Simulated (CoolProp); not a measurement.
Properties of R507A along the isotherm 62.15 °C.

Model: reference Helmholtz-energy equation of state, Lemmon 2003, in CoolProp. It is a pseudo-pure fit of the blend.

| p (kPa) | phase | cp (kJ/(kg K)) | speed of sound (m/s) | Joule-Thomson coefficient (K/MPa) | Prandtl number |
|---|---|---|---|---|---|
| 370 | gas | … | 170.5 | … | 0.798 |
| 741 | gas | 0.9937 | 164.4 | 12.15 | 0.816 |
| 1110 | gas | 1.041 | 158.0 | 12.62 | 0.845 |
| 1480 | gas | 1.104 | 150.9 | 13.20 | 0.890 |
| 1850 | gas | 1.193 | 143.1 | 13.92 | 0.960 |
| 4450 | liquid | 1.948 | 229.7 | 1.471 | 3.00 |
| 4820 | liquid | 1.871 | … | 1.288 | 2.91 |
| 5190 | liquid | … | 253.7 | 1.143 | 2.85 |
| 5560 | liquid | 1.765 | 264.1 | 1.025 | 2.80 |

Some entries are withheld; supply them.


- 370, cp (kJ/(kg K)): 0.9556
- 370, Joule-Thomson coefficient (K/MPa): 11.77
- 4820, speed of sound (m/s): 242.3
- 5190, cp (kJ/(kg K)): 1.812

Viscosity comes from a separate model (Geller 2000). Thermal conductivity comes from a separate model (Geller 2001).
